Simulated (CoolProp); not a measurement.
A single-stage vapour-compression cycle with ethane: evaporating at 200.15 K (dew point), condensing at 264.15 K (bubble point), superheat 0 K, subcooling 2 K, compressor efficiency 0.8, no pressure losses. Each further row changes one setting.

Model: reference Helmholtz-energy equation of state, Bücker 2006, in CoolProp.

```json
[
 {"case": "as stated", "cooling COP": "1.75", "pressure ratio": "8.72", "discharge temperature (K)": "320.6", "refrigerating effect (kJ/kg)": "295", "volumetric capacity (kJ/m³)": "1240"},
 {"case": "evaporating temperature 205.15 K", "cooling COP": "2.00", "pressure ratio": "7.00", "discharge temperature (K)": "314.2", "refrigerating effect (kJ/kg)": "300", "volumetric capacity (kJ/m³)": "1550"},
 {"case": "condensing temperature 259.15 K", "cooling COP": "1.98", "pressure ratio": "7.65", "discharge temperature (K)": "312.6", "refrigerating effect (kJ/kg)": "310", "volumetric capacity (kJ/m³)": "1300"},
 {"case": "subcooling 7 K", "cooling COP": "1.84", "pressure ratio": "8.72", "discharge temperature (K)": "320.6", "refrigerating effect (kJ/kg)": "311", "volumetric capacity (kJ/m³)": "1300"},
 {"case": "superheat 10 K", "cooling COP": "1.74", "pressure ratio": "8.72", "discharge temperature (K)": "332.6", "refrigerating effect (kJ/kg)": "310", "volumetric capacity (kJ/m³)": "1230"},
 {"case": "compressor efficiency 0.7", "cooling COP": "1.53", "pressure ratio": "8.72", "discharge temperature (K)": "332.0", "refrigerating effect (kJ/kg)": "295", "volumetric capacity (kJ/m³)": "1240"}
]
```
